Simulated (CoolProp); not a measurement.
Vapour-liquid equilibrium of R1234yf (1) + R152A (2) at 0.0037 MPa; x and y are mole fractions of (1).

Computed with CoolProp (multi-fluid Helmholtz-energy mixture model, Lemmon 2022 and Outcalt 1996; pair parameters Bell 2023).

| x | bubble temperature, mixture model (K) | bubble temperature, Raoult's law (K) | y, mixture model | y, Raoult's law |
|---|---|---|---|---|
| 0.05 | 192.7 | 193.2 | (withheld) | 0.074 |
| 0.15 | 191.6 | 192.6 | 0.263 | 0.211 |
| 0.25 | 190.8 | 192.0 | 0.379 | 0.336 |
| 0.35 | 190.2 | 191.4 | 0.472 | 0.451 |
| 0.45 | 189.7 | 190.9 | 0.555 | 0.556 |
| 0.55 | 189.3 | 190.4 | 0.633 | 0.652 |
| 0.65 | (withheld) | 189.9 | 0.711 | 0.740 |
| 0.75 | 188.8 | 189.4 | (withheld) | 0.822 |
| 0.85 | 188.5 | 188.9 | (withheld) | 0.897 |
| 0.95 | 188.3 | 188.5 | 0.957 | 0.967 |

**Question.** What belongs in the gaps?

**Answer.** 
- 0.05, y, mixture model: 0.106
- 0.65, bubble temperature, mixture model (K): 189.0
- 0.75, y, mixture model: 0.790
- 0.85, y, mixture model: 0.872

The largest gap from Raoult's law is -1.2 K in bubble temperature, at x = 0.35. No azeotrope shows between x = 0.05 and 0.95.

The pair parameters rest on a limited set of measurements; away from them the model extrapolates.
